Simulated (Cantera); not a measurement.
An isothermal, constant-pressure homogeneous reactor starts with 12.2 % C₂H₆, 87.8 % N₂, at 1325 K and 1.00 atm.

Cantera simulation using GRI-Mech 3.0 (53 species, 325 reactions); the numbers are that mechanism's predictions, not measurements. GRI-Mech 3.0 stops at C3 and has no aromatics, soot or wall deposition, so with more carbon than oxygen in the feed, carbon stays in small species such as C2H2 where larger ones or solid carbon would form.

**Question.** Predict: x(C₂H₆) at 4.00 s; x(H₂) at 4.00 s; x(CH₄) at 4.00 s; x(CH₃) at 4.00 s; x(C₂H₄) at 4.00 s.

**Answer.** 
- x(C₂H₆) at 4.00 s: 8.36e-5 (gas-phase equilibrium 3.99e-5)
- x(H₂) at 4.00 s: 0.133 (gas-phase equilibrium 0.117)
- x(CH₄) at 4.00 s: 0.0371 (gas-phase equilibrium 0.0550)
- x(CH₃) at 4.00 s: 6.17e-6 (gas-phase equilibrium 5.18e-6)
- x(C₂H₄) at 4.00 s: 0.0182 (gas-phase equilibrium 0.00857)
